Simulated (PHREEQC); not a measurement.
A made-up water analysis in mmol/kgw, 25 °C, pH 3.07, pe 11.1: Na 63.4; K 0.335; Ca 3.85; Mg 6.28; Cl 26.8; S(6) 29.2; Fe(3) 0.167; Cd 0.00859.

Cl is adjusted to close the charge balance.
Valence states are taken as typed.

All values are PHREEQC results (ion-association model, phreeqc.dat), not measurements.

Each row changes one thing in this solution. No solid was allowed to form.

```json
[
 {"case": "as made", "ionic strength (mol/kgw)": "0.102", "Na+ (mol/kgw)": "0.0610", "SO4-2 (mol/kgw)": "0.0217", "Mg+2 (mol/kgw)": "0.00360", "MgSO4 (mol/kgw)": "0.00268", "Ca+2 (mol/kgw)": "0.00249", "SI of Gypsum (CaSO4:2H2O)": "-0.53", "SI of Fe(OH)3(a) (Fe(OH)3)": "-1.68"},
 {"case": "all concentrations times 3 at the same typed pH", "ionic strength (mol/kgw)": "0.285", "Na+ (mol/kgw)": "0.177", "SO4-2 (mol/kgw)": "0.0577", "Mg+2 (mol/kgw)": "(withheld)", "MgSO4 (mol/kgw)": "(withheld)", "Ca+2 (mol/kgw)": "0.00672", "SI of Gypsum (CaSO4:2H2O)": "+0.04", "SI of Fe(OH)3(a) (Fe(OH)3)": "(withheld)"},
 {"case": "S(6) from 29.2 to 14.6 mmol/kgw", "ionic strength (mol/kgw)": "0.0971", "Na+ (mol/kgw)": "0.0622", "SO4-2 (mol/kgw)": "0.0103", "Mg+2 (mol/kgw)": "0.00460", "MgSO4 (mol/kgw)": "(withheld)", "Ca+2 (mol/kgw)": "(withheld)", "SI of Gypsum (CaSO4:2H2O)": "-0.75", "SI of Fe(OH)3(a) (Fe(OH)3)": "-1.43"}
]
```

### Question
Some entries are withheld; supply them.

### Answer

- all concentrations times 3 at the same typed pH, Mg+2 (mol/kgw): 0.00926
- all concentrations times 3 at the same typed pH, MgSO4 (mol/kgw): 0.00954
- all concentrations times 3 at the same typed pH, SI of Fe(OH)3(a) (Fe(OH)3): -1.53
- S(6) from 29.2 to 14.6 mmol/kgw, MgSO4 (mol/kgw): 0.00168
- S(6) from 29.2 to 14.6 mmol/kgw, Ca+2 (mol/kgw): 0.00303

Some of these states are supersaturated (in Jarosite-K, Hematite (slow to form), for instance).
